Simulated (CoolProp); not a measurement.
A single-stage vapour-compression cycle with fluoroethane (R161): evaporating at 291.15 K (dew point), condensing at 349.15 K (bubble point), superheat 10 K, subcooling 0 K, compressor efficiency 0.75, no pressure losses. Each further row changes one setting.

Computed with CoolProp (reference Helmholtz-energy equation of state, Wu 2012).

```csv
case,cooling COP,pressure ratio,discharge temperature (K),refrigerating effect (kJ/kg),volumetric capacity (kJ/m³)
as stated,2.52,3.99,386.7,221,3690
evaporating temperature 296.15 K,2.87,3.46,383.7,225,4310
condensing temperature 344.15 K,2.90,3.60,380.0,235,3930
subcooling 5 K,2.69,3.99,386.7,236,3940
superheat 20 K,2.55,3.99,396.5,236,3740
compressor efficiency 0.65,2.19,3.99,393.5,221,3690
```
